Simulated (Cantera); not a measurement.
Charge: 1 mol MgO, 0.2 mol H2, equilibrated at 2425 K.

Equilibrium computed with Cantera from the NASA thermochemical tables; the gas is ideal and each condensed phase is pure. Candidate condensed phases: H2O, Mg, MgO, Mg(OH)2; 15 gas species. The numbers say what is thermodynamically allowed, not how fast it happens.

### Question
What share of the Mg ends up in condensed phases as a function of P (Pa), at 1, 16, 250, 4000, 63000, 1000000?

### Answer
| P (Pa) | Mg condensed (%) | as |
|---|---|---|
| 1 | 0.0 | - |
| 16 | 0.0 | - |
| 250 | 81.4 | MgO(s) |
| 4000 | 95.3 | MgO(s) |
| 63000 | 98.8 | MgO(s) |
| 1000000 | 99.7 | MgO(s) |
